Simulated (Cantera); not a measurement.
# Moist CO burnout

An isothermal, constant-pressure homogeneous reactor starts with CO : O₂ : H₂O : N₂ = 0.029 : 0.018 : 0.0028 : 1 (molar parts), equivalence ratio 0.81, at 1000 K and 32000 Pa.

Computed with Cantera and GRI-Mech 3.0 (53 species, 325 reactions).

| t (s) | x CO | x O₂ | x H₂O | x NO | x HO₂ | x NO₂ |
|---|---|---|---|---|---|---|
| 0.000400 | 0.0276 | 0.0171 | 0.00267 | <1e-12 | <1e-12 | <1e-12 |
| 0.00142 | 0.0276 | 0.0171 | 0.00267 | <1e-12 | 3.45e-12 | <1e-12 |
| 0.00503 | 0.0276 | 0.0171 | 0.00267 | <1e-12 | 8.45e-11 | <1e-12 |
| 0.0178 | 0.0276 | 0.0171 | 0.00267 | <1e-12 | 2.10e-9 | <1e-12 |
| 0.0632 | 0.0276 | 0.0171 | 0.00267 | <1e-12 | 8.65e-7 | <1e-12 |
| 0.224 | 0.00641 | 0.00656 | 0.00261 | 2.45e-7 | 1.00e-6 | 2.05e-10 |
| 0.795 | 0.000458 | 0.00361 | 0.00269 | 2.90e-7 | 3.98e-7 | 1.30e-9 |
| 2.82 | 3.14e-5 | 0.00340 | 0.00270 | 2.83e-7 | 1.00e-7 | 1.04e-8 |
| 10.0 | 1.70e-6 | 0.00338 | 0.00270 | 2.74e-7 | 8.19e-9 | 1.96e-8 |
x: mole fraction; the columns are a selection and need not sum to one.

Equilibrium at this temperature and pressure: CO 5.22e-11, O₂ 0.00338, H₂O 0.00270, NO 4.42e-6, HO₂ 5.20e-12, NO₂ 1.70e-8 (gas phase only).
